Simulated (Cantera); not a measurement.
Cantera run:

```python
import numpy as np
import cantera as ct

gas_names = [...]  # 92 gases of nasa_gas.yaml made of C, H, N
cond_names = """
    C(gr) C6H6(L) C7H8(L) C8H18(L),n-octa
""".split()


# ... load() reads the species with a 1 bar reference pressure and builds the phases ...
atoms = {
    'toluene': {'C': 7, 'H': 8},
    'NH3': {'N': 1, 'H': 3},
    'N2': {'N': 2},
}
top_T = {'C(gr)': 4500}  # K; cautious upper limits of use, not melting points


# ... equilibrate(T, P, feed) seeds the gas with the atoms and calls Mixture.equilibrate('TP', solver="vcs", rtol=1e-11, max_steps=5000) ...
results = []
feed = {'toluene': 1, 'NH3': 0.58, 'N2': 3.6}  # mol
T = 1198.15  # K
for P in [10, 160, 2500, 40000, 630000, 10000000]:
    mix = equilibrate(T, P, feed)
    results.append((T, P, feed, dict(zip(mix.species_names, mix.species_moles))))

top = {s: max(r[3][s] / sum(r[3][g] for g in gas_names) for r in results) for s in gas_names}
cols = sorted((s for s in top if top[s] > 1e-05), key=lambda s: -top[s])[:6]
seen = [c for c in cond_names if any(r[3].get(c, 0) > 1e-12 for r in results)]
print("log10 of partial pressures in bar; condensed amounts in mol")
print(f"{'P/Pa':>10s}" + "".join(f"{s[:9]:>10s}" for s in cols + seen))
for T, P, feed, n in results:
    ng = sum(n[g] for g in gas_names)
    print(f"{P:10.4g}" + "".join(f"{np.log10(max(n[s] / ng * P / 1e5, 1e-99)):10.3f}" for s in cols)
          + "".join(f"{n.get(c, 0):10.4g}" for c in seen))
```

Result:

```
log10 of partial pressures in bar; condensed amounts in mol
      P/Pa        H2        N2       CH4       NH3      C2H6       HCN     C(gr)
        10    -4.255    -4.353   -10.305   -12.274   -19.474    -8.440         7
       160    -3.051    -3.148    -7.897    -9.865   -15.861    -7.236         7
      2500    -1.857    -1.955    -5.510    -7.478   -12.280    -6.043     6.999
     4e+04    -0.655    -0.750    -3.106    -5.072    -8.674    -4.839     6.983
   6.3e+05     0.513     0.458    -0.770    -2.717    -5.171    -3.651      6.77
     1e+07     1.503     1.713     1.211    -0.604    -2.199    -2.529     5.776
```

These are equilibrium values from Cantera (NASA tables, ideal gas, pure condensed phases), not measurements of a reactor. The ideal-gas law is rough above about 30 bar.
